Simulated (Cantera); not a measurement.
A closed system holds: 1 mol Al₂O₃, 5.6 mol N₂, equilibrated at 2723.15 K and 5.33 Torr.

These are equilibrium values from Cantera (NASA tables, ideal gas, pure condensed phases), not measurements of a reactor. Candidate condensed phases: Al, AlN, Al₂O₃; 16 gas species. Kinetics and transport are ignored.

Base state: N₂ 0.964, O 0.0155, Al 0.00901, AlO 0.00611, NO 0.00260, Al₂O 0.00180, O₂ 0.00107, Al₂O₂ 6.62e-5 (mole fractions); condensed: Al₂O₃(l).

Q: What changes in the equilibrium state with this change: temperature from 2723.15 K to 1773 K?

A: 
| species | before | after |
|---|---|---|
| N₂ | 0.964 | 1.00 |
| NO | 0.00260 | 3.34e-8 |
| Al | 0.00901 | 2.43e-8 |
| O | 0.0155 | 3.99e-9 |
| AlO | 0.00611 | <1e-9 |
| Al₂O | 0.00180 | <1e-9 |
| O₂ | 0.00107 | <1e-9 |
| Al₂O₂ | 6.62e-5 | <1e-9 |
| Al₂O₃(l), mol | 0.945 | 0 |
| Al₂O₃(s), mol | 0 | 1.00 |
